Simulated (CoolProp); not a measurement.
A simple Rankine cycle with R1233zd(E): condensing at 327.15 K, boiler at 1.88 MPa, turbine inlet 407.2 K, turbine efficiency 0.8, pump efficiency 0.8, no recuperator. Each further row changes one setting.

Values from CoolProp's reference Helmholtz-energy equation of state, Akasaka 2022.

```tsv
case	thermal efficiency (%)	net work (kJ/kg)	heat in (kJ/kg)	turbine exit temperature (K)	volume ratio over the turbine
as stated	[?]	[?]	221	[?]	6.62
turbine inlet 427.2 K	11.6	28.5	246	373.7	6.21
condensing temperature 319.15 K	[?]	29.3	231	344.6	8.38
boiler pressure 1.32 MPa	[?]	22.7	234	366.8	4.20
turbine efficiency 0.7	10.0	22.2	221	[?]	6.71
```

Question: Fill in the missing entries.

Answer: 
- as stated, thermal efficiency (%): 11.5
- as stated, net work (kJ/kg): 25.6
- as stated, turbine exit temperature (K): 350.3
- condensing temperature 319.15 K, thermal efficiency (%): 12.7
- boiler pressure 1.32 MPa, thermal efficiency (%): 9.7
- turbine efficiency 0.7, turbine exit temperature (K): 354.1
